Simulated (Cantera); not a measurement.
Cantera run:

```python
import numpy as np
import cantera as ct

gas_names = """
    AL ALO ALO2 AL2 AL2O AL2O2 O O2 O3 Si SiO SiO2 Si2 Si3
""".split()
cond_names = """
    AL(cr) AL(L) AL2O3(a) AL2O3(L) AL2SiO5(an) AL6Si2O13(s) Si(cr) Si(L) SiO2(Lqz) SiO2(hqz) SiO2(L)
""".split()


def load(file, names, dense=False):
    # The tables refer to 1 bar. Condensed volumes are neglected.
    table = {s.name: s for s in ct.Species.list_from_file(file)}
    out = []
    for n in names:
        d = dict(table[n].input_data)
        d["thermo"] = dict(d["thermo"], **{"reference-pressure": 1e5})
        if dense:
            d["equation-of-state"] = {"model": "constant-volume", "density": "1e6 g/cm^3"}
        out.append(ct.Species.from_dict(d))
    return out


gas = ct.Solution(thermo="ideal-gas", species=load("nasa_gas.yaml", gas_names))
cond = {s.name: ct.Solution(thermo="fixed-stoichiometry", species=[s], name=s.name)
        for s in load("nasa_condensed.yaml", cond_names, dense=True)}
atoms = {
    'SiO2': {'Si': 1, 'O': 2},
    'Al2O3': {'AL': 2, 'O': 3},
    'O2': {'O': 2},
}
top_T = {'AL2SiO5(an)': 2000, 'AL6Si2O13(s)': 2100}  # K; cautious upper limits of use, not melting points


def equilibrate(T, P, feed):
    n = {}
    for name, mol in feed.items():
        for a, k in atoms[name].items():
            n[a] = n.get(a, 0.0) + k * mol
    gas.TPX = T, P, n
    mass = sum(n.values()) * gas.mean_molecular_weight
    gas.equilibrate("TP")
    valid = [c for c in cond.values() if c.min_temp <= T <= top_T.get(c.name, c.max_temp)]
    mix = ct.Mixture([(gas, mass / gas.mean_molecular_weight)] + [(c, 0.0) for c in valid])
    mix.T, mix.P = T, P
    mix.equilibrate("TP", solver="vcs", rtol=1e-11, max_steps=5000)
    return mix


results = []
T = 1050  # K
P = 350  # Pa
for m in [0.1, 0.32, 0.54, 0.76, 0.98, 1.2, 1.4, 1.6, 1.9, 2.1]:
    feed = {'SiO2': 1, 'Al2O3': m, 'O2': 2.8}  # mol
    mix = equilibrate(T, P, feed)
    results.append((T, P, feed, dict(zip(mix.species_names, mix.species_moles))))

top = {s: max(r[3][s] / sum(r[3][g] for g in gas_names) for r in results) for s in gas_names}
cols = sorted((s for s in top if top[s] > 1e-05), key=lambda s: -top[s])[:9]
seen = [c for c in cond_names if any(r[3].get(c, 0) > 1e-12 for r in results)]
print("log10 of partial pressures in bar; condensed amounts in mol")
print(f"{'n(Al2O3)':>10s}" + "".join(f"{s[:9]:>10s}" for s in cols + seen))
for T, P, feed, n in results:
    ng = sum(n[g] for g in gas_names)
    print(f"{feed['Al2O3']:10.4g}" + "".join(f"{np.log10(max(n[s] / ng * P / 1e5, 1e-99)):10.3f}" for s in cols)
          + "".join(f"{n.get(c, 0):10.4g}" for c in seen))
```

Output:

```
log10 of partial pressures in bar; condensed amounts in mol
  n(Al2O3)        O2  AL2O3(a) AL2SiO5(a SiO2(hqz)
       0.1    -2.456         0       0.1       0.9
      0.32    -2.456         0      0.32      0.68
      0.54    -2.456         0      0.54      0.46
      0.76    -2.456         0      0.76      0.24
      0.98    -2.456         0      0.98      0.02
       1.2    -2.456       0.2         1         0
       1.4    -2.456       0.4         1         0
       1.6    -2.456       0.6         1         0
       1.9    -2.456       0.9         1         0
       2.1    -2.456       1.1         1         0
```

Cantera equilibrium calculation (NASA polynomials, part measured and part estimated; ideal gas, pure solids and liquids). Mutual solubility and eutectic melting of coexisting phases are not modelled. Condensed phases not in the tables: alloys, solid solutions and most ternary compounds.
